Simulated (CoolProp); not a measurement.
Vapour-liquid equilibrium of R125 (1) + R134a (2) at 0.322 MPa; x and y are mole fractions of (1).

Computed with CoolProp (multi-fluid Helmholtz-energy mixture model, Lemmon 2005 and Tillner-Roth 1994; pair parameters Lemmon 2004).

```
x      bubble temperature (K)  y at the bubble point  dew temperature at overall composition x (K)  liquid density (mol/L)
-----  ----------------------  ---------------------  --------------------------------------------  ----------------------
0.05                    274.0                  0.104                                         274.9                   12.58
0.125                   271.4                  0.239                                         273.6                   12.53
0.2                     269.1                  0.356                                         272.2                   12.48
0.275                   266.9                  0.457                                         270.7                   12.42
0.35                    264.9                  0.544                                         269.2                   12.36
0.425                   263.1                  0.621                                         267.6                   12.30
0.5                     261.3                  0.689                                         266.0                   12.24
0.575                   259.7                  0.750                                         264.2                   12.17
0.65                    258.2                  0.804                                         262.4                   12.10
0.725                   256.7                  0.853                                         260.4                   12.03
0.8                     255.3                  0.898                                         258.3                   11.96
0.875                   254.0                  0.939                                         256.0                   11.88
0.95                    252.7                  0.977                                         253.6                   11.81
```

No azeotrope shows between x = 0.05 and 0.95.

Pair parameters are fitted to limited data, so mixtures are less certain than the pure fluids.
